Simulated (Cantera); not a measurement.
## SiCl4 + C3H8 + H2 (silicon carbide growth)

Feed: 1 mol SiCl4, 0.017 mol C3H8, 130 mol H2, at 1300 Pa.

Method: chemical equilibrium by Gibbs-energy minimisation in Cantera with the NASA 1993 tables (ideal gas, pure condensed phases). Candidate condensed phases: C, C6H6, C7H8, C8H18, Si, SiC; 109 gas species. Mutual solubility and eutectic melting of coexisting phases are not modelled. The tables' values for SiCl, SiCl3 are old estimates; treat these amounts as uncertain. Gases not in the tables: Si2H6 and higher silanes. Equilibrium is a limit: real reactors are often held back by kinetics, nucleation or transport.

From 1102 °C to 1302 °C the condensed part is Si(s) + SiC(s). From 1502 °C to 1702 °C the condensed part is Si(l) + SiC(s). From 1902 °C to 2302 °C nothing is condensed. The main Si-bearing gas is SiCl2 at 1102 °C and Si at 2302 °C.

```csv
T (°C),x H2,x H,x HCl,x Si,x Cl,x SiCl2,x SiH,x SiCl,n Si(s),n SiC(s),n Si(l)
1102,0.972,2.96e-5,0.0261,3.16e-8,6.59e-7,0.00202,2.00e-8,2.22e-7,0.676,0.0510,0
1302,0.972,0.000359,0.0256,4.42e-6,7.53e-6,0.00229,1.19e-6,5.20e-6,0.642,0.0510,0
1502,0.969,0.00250,0.0257,0.000169,5.10e-5,0.00219,2.33e-5,5.07e-5,0,0.0507,0.623
1702,0.957,0.0117,0.0260,0.00249,0.000239,0.00175,0.000200,0.000253,0,0.0423,0.296
1902,0.923,0.0411,0.0274,0.00590,0.000892,0.000429,0.000300,0.000263,0,0,0
2102,0.851,0.114,0.0256,0.00654,0.00245,6.05e-5,0.000222,0.000134,0,0,0
2302,0.711,0.256,0.0208,0.00627,0.00526,8.42e-6,0.000143,6.05e-5,0,0,0
```
x: gas mole fraction; n: condensed amount in mol.
